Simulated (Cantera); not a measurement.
A freely propagating, adiabatic, planar premixed flame of CH₄ : C₂H₆ : C₃H₈ : O₂ : N₂ = 1 : 1.2 : 0.3 : 5.5 : 20.7 (molar parts), equivalence ratio 1.4, unburnt at 400 K and 5.40 bar; mixture-averaged transport, grid criteria slope 0.08 and curve 0.16, no radiation.

Detailed kinetics in Cantera: GRI-Mech 3.0 (53 species, 325 reactions). Burning velocities carry a grid error of a few per cent, more on coarse grids.

### Question
What does this change do: C2H6 1.2 to 0.91 parts?

### Answer
| quantity | before | after |
|---|---|---|
| laminar burning velocity | 21.4 cm/s | 37.3 cm/s |
| thermal thickness | 0.166 mm | 0.101 mm |
| peak x(HCO) | 1.02e-5 | 2.58e-5 |
| peak x(CH₂O) | 0.00189 | 0.00199 |
